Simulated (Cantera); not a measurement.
A closed system holds: 1 mol SiH₄, 13 mol H₂O, equilibrated at 1523 K and 240 Pa.

Cantera equilibrium calculation (NASA polynomials, part measured and part estimated; ideal gas, pure solids and liquids). Candidate condensed phases: H₂O, Si, SiO₂; 18 gas species. The tables hold silica as quartz up to 1696 K and as liquid above; real silica turns to tridymite and cristobalite and melts near 1996 K. The numbers say what is thermodynamically allowed, not how fast it happens.

Base state: H₂O 0.733, H₂ 0.267, H 0.000244, OH 2.07e-5 (mole fractions); condensed: SiO₂(β-quartz).

What changes in the equilibrium state with this change: H₂O from 13 to 2 mol?


| species | before | after |
|---|---|---|
| H₂ | 0.267 | 0.997 |
| SiO | 5.00e-7 | 0.00117 |
| H₂O | 0.733 | 0.00117 |
| OH | 2.07e-5 | 1.70e-8 |
| H | 0.000244 | 0.000471 |
| SiO₂(β-quartz), mol | 1.000 | 0.995 |
